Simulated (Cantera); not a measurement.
Cantera run:

```python
import numpy as np
import cantera as ct

gas_names = """
    F F2 H HF H2 H2F2 H3F3 H4F4 H5F5 H6F6 H7F7 N NF NF2 NF3 NH NH2 NH3 N2 N2H2 N2H4 Si SiF SiF2 SiF3
    SiF4 SiH SiHF3 SiH2 SiH2F2 SiH3 SiH3F SiH4 SiN Si2 Si2N Si3
""".split()
cond_names = """
    Si(cr) Si(L) Si3N4(a)
""".split()


# ... load() reads the species with a 1 bar reference pressure and builds the phases ...
atoms = {
    'Si3N4': {'Si': 3, 'N': 4},
    'NF3': {'N': 1, 'F': 3},
    'H2': {'H': 2},
}
top_T = {'Si3N4(a)': 2400}  # K; cautious upper limits of use, not melting points


# ... equilibrate(T, P, feed) seeds the gas with the atoms and calls Mixture.equilibrate('TP', solver="vcs", rtol=1e-11, max_steps=5000) ...
results = []
feed = {'Si3N4': 1, 'NF3': 5.7, 'H2': 14}  # mol
T = 1625  # K
P = 133.322  # Pa
mix = equilibrate(T, P, feed)
results.append((T, P, feed, dict(zip(mix.species_names, mix.species_moles))))
print(gas.report(threshold=1e-05))
for i in range(1, mix.n_phases):
    print(f"{mix.phase(i).name:16s} {mix.phase_moles(i):12.5e} mol")
```

It prints:

```
       temperature   1625 K
          pressure   133.32 Pa
           density   0.00022993 kg/m^3
  mean mol. weight   23.301 kg/kmol
   phase of matter   gas

                          1 kg             1 kmol
                     ---------------   ---------------
          enthalpy       -8.4929e+06        -1.979e+08  J
   internal energy       -9.0728e+06       -2.1141e+08  J
           entropy             12912        3.0088e+05  J/K
    Gibbs function       -2.9476e+07       -6.8682e+08  J
 heat capacity c_p            1793.5             41790  J/K
 heat capacity c_v            1436.6             33475  J/K

                      mass frac. Y      mole frac. X     chem. pot. / RT
                     ---------------   ---------------   ---------------
                 H         5.651e-05         0.0013063           -13.121
                HF           0.19107           0.22254           -52.314
                H2          0.039543           0.45705           -26.242
                N2           0.23703           0.19715           -34.506
              SiF2         0.0022086        0.00077877           -93.586
              SiF3          0.049006          0.013422           -132.78
              SiF4           0.48017            0.1075           -171.97
             SiHF3        0.00091594        0.00024792            -145.9
     [  +29 minor]         1.194e-06        5.0801e-07

Si(cr)            0.00000e+00 mol
Si3N4(a)          0.00000e+00 mol
```

Cantera equilibrium calculation (NASA polynomials, part measured and part estimated; ideal gas, pure solids and liquids). The tables' values for SiF3, SiF2 are old estimates; treat these amounts as uncertain.
